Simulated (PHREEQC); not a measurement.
Model water analysis in mg/L, 25 °C, pH 2.47, pe 12.6: Na 3.71; K 845; Ca 206; Mg 214; Cl 89.2; S(6) as SO4 2630; N(5) as NO3 58.8.

Valence states are taken as typed.

All values are PHREEQC results (ion-association model, phreeqc.dat), not measurements.

No solid was allowed to form.

Problem. What ionic strength does the model give?

Solution. ionic strength 0.0680 mol/kgw.

Problem. In which forms is S present?

Solution. SO4-2 64 %, MgSO4 14 %, HSO4- 11 %, CaSO4 6.7 %, KSO4- 3.8 % of the S.

Complexes and solids missing from the database can't appear.
